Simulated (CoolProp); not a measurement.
Properties of octamethyltrisiloxane (MDM) along the isobar 1.22 MPa (Tc = 292.2 °C, pc = 1.438 MPa, ω = 0.528).

Computed with CoolProp (reference Helmholtz-energy equation of state, Thol 2017).

| T (°C) | phase | density (kg/m³) | cp (kJ/(kg K)) | cv (kJ/(kg K)) | Joule-Thomson coefficient (K/MPa) |
|---|---|---|---|---|---|
| 24.45 | liquid | 817.5 | 1.780 | 1.470 | -0.4395 |
| 38.35 | liquid | 803.7 | 1.812 | 1.502 | -0.4203 |
| 52.35 | liquid | 789.6 | 1.846 | 1.535 | -0.3994 |
| 66.25 | liquid | 775.4 | 1.880 | 1.569 | -0.3769 |
| 80.25 | liquid | 760.9 | 1.915 | 1.604 | -0.3523 |
| 94.15 | liquid | 746.2 | 1.951 | 1.640 | -0.3255 |
| 108.05 | liquid | 731.1 | 1.986 | 1.675 | -0.2958 |
| 122.05 | liquid | 715.6 | 2.023 | 1.711 | -0.2619 |
| 135.95 | liquid | 699.7 | 2.059 | 1.746 | -0.2234 |
| 149.95 | liquid | 683.2 | 2.096 | 1.782 | -0.1780 |
| 163.85 | liquid | 666.1 | 2.134 | 1.817 | -0.1240 |
| 177.85 | liquid | 648.1 | 2.173 | 1.851 | -0.05734 |
| 191.75 | liquid | 629.2 | 2.214 | 1.885 | 0.02640 |
